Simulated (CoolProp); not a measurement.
Saturated liquid density (kg/m³) of n-butane: the reference equation beside estimates from Tc = 425.1 K, pc = 3.796 MPa, ω = 0.201. Rackett uses Z = 0.29056 − 0.08775 ω.

Model: reference Helmholtz-energy equation of state, Bücker 2006, in CoolProp.

```csv
T (K),reference,Rackett,Redlich-Kwong
308.6,560.5,560.9,501.8
311.9,556.5,556.8,497.3
315.3,552.3,552.5,492.5
318.6,548.1,548.3,487.7
322,543.8,543.9,482.8
325.4,539.4,539.4,477.7
328.7,535.1,535.0,472.7
332.1,530.6,530.4,467.4
335.4,526.1,525.8,462.2
338.8,521.4,521.0,456.7
342.1,516.7,516.3,451.3
345.5,511.8,511.3,445.5
```

Absolute difference from the reference over all 12 rows, mean and median: Rackett 0.0 and 0.0 %, Redlich-Kwong 11.6 and 11.6 %.
